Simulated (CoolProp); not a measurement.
The fluid at 293.15 K and 18 MPa flows at 0.44 m/s in a round tube of 10 mm bore and 0.25 µm roughness, fully developed (64/Re and Nu = 3.66 if laminar; Colebrook and Gnielinski if turbulent). The same conditions are run with several fluids, on thermodynamics alone (safety and materials aside).

The numbers come from the reference Helmholtz-energy equation of state of each fluid (methane: Setzmann 1991; nitrogen: Span 2000; normal hydrogen: Leachman 2009; CF4 (R14): Platzer 1990; dry air: Lemmon 2000) in CoolProp. The equations of Platzer and Polt are older, rougher fits. Blends and air are pseudo-pure fits.

```tsv
fluid	Reynolds number	Darcy friction factor	pressure drop (Pa/m)	heat-transfer coefficient (W/(m² K))	mass flow (kg/h)
methane	35900	0.0226	32.2	613	18.3
nitrogen	39200	0.0222	42.7	338	24.8
normal hydrogen	6470	0.0348	4.51	394	1.67
CF4 (R14)	70800	0.0195	163	829	107
dry air	40500	0.0220	44.9	348	26.2
```

Transport values come from each fluid's own correlations; those of CF4 (R14) are estimates that may be off by 10 % or more.
